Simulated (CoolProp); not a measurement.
cis-2-butene along the isobar 0.384 MPa: fugacity coefficient from the reference equation and from simpler models built on Tc = 435.8 K, pc = 4.236 MPa, ω = 0.202; each cubic takes its own stable root.

Values from CoolProp's reference Helmholtz-energy equation of state, Lemmon 2005. It is a short technical equation, of lower accuracy than the large ones.

| T (K) | phase | reference | van der Waals | Redlich-Kwong | Soave-Redlich-Kwong | Peng-Robinson |
|---|---|---|---|---|---|---|
| 413.9 | gas | 0.9629 | 0.9696 | 0.9644 | 0.9638 | 0.9603 |
| 421.8 | gas | 0.9651 | 0.9710 | 0.9663 | 0.9659 | 0.9624 |
| 429.7 | gas | 0.9672 | 0.9722 | 0.9680 | 0.9679 | 0.9645 |
| 437.7 | gas | 0.9691 | 0.9734 | 0.9697 | 0.9697 | 0.9664 |
| 445.6 | gas | 0.9708 | 0.9746 | 0.9712 | 0.9714 | 0.9681 |
| 453.5 | gas | 0.9725 | 0.9756 | 0.9726 | 0.9731 | 0.9698 |
| 461.5 | gas | 0.9740 | 0.9767 | 0.9740 | 0.9746 | 0.9714 |
| 469.4 | gas | 0.9754 | 0.9776 | 0.9753 | 0.9760 | 0.9729 |
| 477.4 | gas | 0.9767 | 0.9785 | 0.9765 | 0.9774 | 0.9743 |
| 485.3 | gas | 0.9780 | 0.9794 | 0.9776 | 0.9786 | 0.9756 |
| 493.2 | gas | 0.9791 | 0.9802 | 0.9786 | 0.9798 | 0.9768 |
| 501.2 | gas | 0.9802 | 0.9810 | 0.9796 | 0.9809 | 0.9780 |
| 509.1 | gas | 0.9812 | 0.9817 | 0.9806 | 0.9820 | 0.9791 |
| 517.1 | gas | 0.9822 | 0.9824 | 0.9815 | 0.9830 | 0.9801 |
| 525 | gas | 0.9831 | 0.9831 | 0.9823 | 0.9839 | 0.9811 |
